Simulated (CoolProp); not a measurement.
Vapour-liquid equilibrium of propylene (1) + R22 (2) at -52.35 °C; x and y are mole fractions of (1).

Values from CoolProp's multi-fluid Helmholtz-energy mixture model, Lemmon 2013 and Kamei 1995; pair parameters Bell 2016.

| x | bubble pressure (MPa) | y at the bubble point | dew pressure at overall composition x (MPa) | liquid density (mol/L) |
|---|---|---|---|---|
| 0.05 | 0.06038 | 0.099 | 0.05872 | 16.55 |
| 0.125 | 0.06460 | 0.219 | 0.06127 | 16.37 |
| 0.2 | 0.06813 | 0.314 | 0.06393 | 16.19 |
| 0.275 | 0.07108 | 0.394 | 0.06668 | 16.02 |
| 0.35 | 0.07356 | 0.463 | 0.06946 | 15.85 |
| 0.425 | 0.07564 | 0.526 | 0.07220 | 15.69 |
| 0.5 | 0.07738 | 0.584 | 0.07480 | 15.53 |
| 0.575 | 0.07881 | 0.641 | 0.07711 | 15.38 |
| 0.65 | 0.07996 | 0.696 | 0.07903 | 15.24 |
| 0.725 | 0.08084 | 0.753 | 0.08044 | 15.10 |
| 0.8 | 0.08142 | 0.813 | 0.08132 | 14.97 |
| 0.875 | 0.08168 | 0.877 | 0.08168 | 14.84 |
| 0.95 | 0.08158 | 0.948 | 0.08157 | 14.72 |

y crosses x between x = 0.875 and 0.95: the model has an azeotrope there.

The pair parameters rest on a limited set of measurements; away from them the model extrapolates.
